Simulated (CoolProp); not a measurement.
Vapour-liquid equilibrium of CH2F2 (R32) (1) + R227EA (2) at 0.0174 bar; x and y are mole fractions of (1).

The numbers come from the multi-fluid Helmholtz-energy mixture model, Tillner-Roth 1997 and Lemmon 2016; pair parameters Bell 2016 in CoolProp.

### Question
Give the bubble temperature and the first vapour's composition at x = 0.15, 0.25, 0.65. Is there an azeotrope?

### Answer
x = 0.15: 176.5 K, y = 0.795; x = 0.25: 172.2 K, y = 0.886; x = 0.65: 166.9 K, y = 0.959. No azeotrope shows between x = 0.05 and 0.95.

Pair parameters are fitted to limited data, so mixtures are less certain than the pure fluids.
